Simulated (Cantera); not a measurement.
# N2O furnace oxynitridation

An isothermal, constant-pressure homogeneous reactor starts with N2O = 1 (molar parts), at 1523 K and 0.0132 atm.

Computed with Cantera and GRI-Mech 3.0 (53 species, 325 reactions). GRI-Mech 3.0 was tuned for natural gas; its chemistry of N2O as a main component is partial and can be far from experiment. Radical loss at walls, strong at low pressure, is not modelled. The temperature is held fixed by assumption; the heat of reaction is taken as removed at once.

| t (s) | x N2O | x NO2 | x O | x O2 | x N2 | x NO |
|---|---|---|---|---|---|---|
| 0.000200 | 1.000 | 2.81e-12 | 6.01e-5 | 2.94e-5 | 0.000129 | 2.07e-5 |
| 0.000590 | 0.999 | 7.69e-11 | 8.59e-5 | 0.000154 | 0.000449 | 0.000108 |
| 0.00174 | 0.997 | 1.06e-9 | 8.92e-5 | 0.000576 | 0.00144 | 0.000405 |
| 0.00514 | 0.992 | 1.02e-8 | 8.92e-5 | 0.00182 | 0.00438 | 0.00128 |
| 0.0152 | 0.978 | 8.31e-8 | 8.92e-5 | 0.00545 | 0.0129 | 0.00383 |
| 0.0447 | 0.936 | 5.47e-7 | 8.92e-5 | 0.0158 | 0.0371 | 0.0111 |
| 0.132 | 0.826 | 2.67e-6 | 8.92e-5 | 0.0430 | 0.101 | 0.0302 |
| 0.389 | 0.584 | 1.00e-5 | 8.91e-5 | 0.103 | 0.241 | 0.0720 |
| 1.15 | 0.237 | 2.68e-5 | 8.86e-5 | 0.188 | 0.443 | 0.132 |
| 3.39 | 0.0237 | 4.24e-5 | 8.23e-5 | 0.241 | 0.567 | 0.168 |
| 10.0 | 0.000150 | 9.81e-5 | 2.67e-5 | 0.247 | 0.581 | 0.172 |
x: mole fraction; the columns are a selection and need not sum to one.

Equilibrium at this temperature and pressure: N2O 1.03e-8, NO2 1.15e-6, O 2.77e-5, O2 0.333, N2 0.666, NO 0.00159 (gas phase only).
